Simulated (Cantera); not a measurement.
Input: 1 mol CaO, 17 mol HF, 0.17 mol H₂, held at 1550 °C and 0.270 bar.

Cantera equilibrium calculation (NASA polynomials, part measured and part estimated; ideal gas, pure solids and liquids). Candidate condensed phases: Ca, CaF₂, CaO, Ca(OH)₂, H₂O; 29 gas species. Equilibrium is a limit: real reactors are often held back by kinetics, nucleation or transport.

What is the equilibrium state?


```
Property                             Result
--------------------------------  ---------
x(HF)                                 0.926
x(H₂O)                               0.0617
x(H₂)                                0.0105
x(CaF₂)                             0.00173
x(H)                                8.53e-5
x(OH)                               3.50e-5
x(H₂F₂)                             2.07e-6
x(F)                                1.41e-6
n(CaF₂(l))                        0.972 mol
gas amount                        16.20 mol
log10 activity of Ca(l) (absent)     -11.88
```
